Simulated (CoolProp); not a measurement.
Saturation properties of n-pentane.

Values from CoolProp's reference Helmholtz-energy equation of state, Thol 2019.

```csv
T (°C),p (bar),liquid density (kg/m³),vapour density (kg/m³),surface tension (mN/m),vapour viscosity (µPa s)
38.05,1.084,607.9,3.169,14.0,6.94
42.65,1.262,603.2,3.656,13.5,7.03
47.35,1.467,598.2,4.212,13.0,7.12
51.95,1.691,593.3,4.818,12.5,[?]
56.65,1.946,588.2,5.506,12.0,[?]
61.25,2.224,583.2,6.251,11.5,7.37
65.95,2.539,578.0,7.092,11.0,7.45
70.55,2.878,572.8,8.000,10.6,7.53
75.25,3.259,567.4,9.019,10.1,7.60
79.85,3.668,562.0,10.11,9.59,7.68
84.55,4.124,556.4,11.34,[?],7.75
89.15,4.611,550.8,[?],8.64,7.82
93.85,5.152,544.9,14.13,8.17,7.89
```

Task: What belongs in the gaps?

Result: 
- 51.95, vapour viscosity (µPa s): 7.20
- 56.65, vapour viscosity (µPa s): 7.29
- 84.55, surface tension (mN/m): 9.11
- 89.15, vapour density (kg/m³): 12.66

It boils at 36.1 °C under 1 atm.

Viscosity comes from a separate model (Quiñones-Cisneros 2006), older than the equation that it now runs on, and unchecked against measurements. Surface tension comes from a separate correlation (Mulero 2012).
